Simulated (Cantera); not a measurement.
## Low-pressure radical oxidation in H2/O2

An isothermal, constant-pressure homogeneous reactor starts with 11.8 % H2, 59.2 % O2, 29.0 % N2, at 1325 K and 0.0133 bar.

Detailed kinetics in Cantera: GRI-Mech 3.0 (53 species, 325 reactions). Radical loss at walls, strong at low pressure, is not modelled. The temperature is held fixed by assumption; the heat of reaction is taken as removed at once.

```tsv
t (s)	x H2	x O2	x H2O2	x HO2	x H2O	x NO
0.000500	0.118	0.592	1.71e-9	3.11e-7	4.25e-5	<1e-12
0.00182	0.00533	0.514	1.35e-7	3.35e-6	0.0919	9.68e-8
0.00660	0.00455	0.520	1.35e-7	3.38e-6	0.0971	6.95e-7
0.0240	0.00304	0.538	1.44e-7	3.36e-6	0.109	1.81e-6
0.0871	0.000784	0.559	1.10e-7	2.38e-6	0.122	2.39e-6
0.316	7.45e-5	0.565	3.90e-8	6.16e-7	0.125	2.43e-6
1.15	7.68e-6	0.566	1.01e-8	9.99e-8	0.126	2.44e-6
4.17	1.20e-6	0.566	2.68e-9	3.17e-8	0.126	2.44e-6
15.2	2.96e-7	0.566	9.42e-10	3.32e-8	0.126	2.44e-6
55.1	1.96e-7	0.566	7.24e-10	3.78e-8	0.126	2.43e-6
200	1.96e-7	0.566	7.23e-10	3.79e-8	0.126	2.44e-6
```
x: mole fraction; the columns are a selection and need not sum to one.

Equilibrium at this temperature and pressure: H2 1.96e-7, O2 0.566, H2O2 7.23e-10, HO2 3.79e-8, H2O 0.126, NO 0.000479 (gas phase only).
